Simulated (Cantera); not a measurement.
## Equilibrium for tantalum, niobium, vanadium and zirconium in process gases: V + H2O

Feed: 1 mol V, 2.9 mol H2O, held at 2475 K.

Equilibrium computed with Cantera from the NASA thermochemical tables; the gas is ideal and each condensed phase is pure. Candidate condensed phases: H2O, V, VO, V2O3, V2O4, V2O5; 12 gas species. Condensed phases not in the tables: the oxides between V2O3 and V2O5 other than VO2. Rates play no part.

From 1.00e-6 bar to 0.00770 bar nothing is condensed. From 0.0460 bar to 10.0 bar the condensed part is V2O3(l). The main V-bearing gas is VO at 1.00e-6 bar and VO2 at 10.0 bar.

```csv
P (Pa),x H,x H2,x H2O,x O,x VO2,x VO,x V,x OH,n V2O3(l)
0.100,0.650,0.000834,2.92e-6,0.236,0.0144,0.0601,0.0379,0.000459,0
0.600,0.693,0.00569,8.92e-5,0.176,0.0589,0.0552,0.00778,0.00219,0
3.60,0.691,0.0340,0.00230,0.126,0.109,0.0236,0.000772,0.00940,0
22,0.559,0.136,0.0337,0.0758,0.151,0.00892,7.96e-5,0.0279,0
130,0.331,0.281,0.127,0.0234,0.197,0.00638,3.12e-5,0.0301,0
770,0.161,0.392,0.194,0.00433,0.226,0.00669,2.99e-5,0.0160,0
4600,0.0710,0.458,0.261,0.000834,0.196,0.00505,1.96e-5,0.00814,0.114
28000,0.0299,0.495,0.429,0.000209,0.0398,0.000673,1.71e-6,0.00523,0.438
170000,0.0123,0.508,0.470,3.66e-5,0.00677,0.000107,2.56e-7,0.00229,0.490
1000000,0.00510,0.514,0.479,6.28e-6,0.00116,1.82e-5,4.30e-8,0.000958,0.498
```
x: gas mole fraction; n: condensed amount in mol.
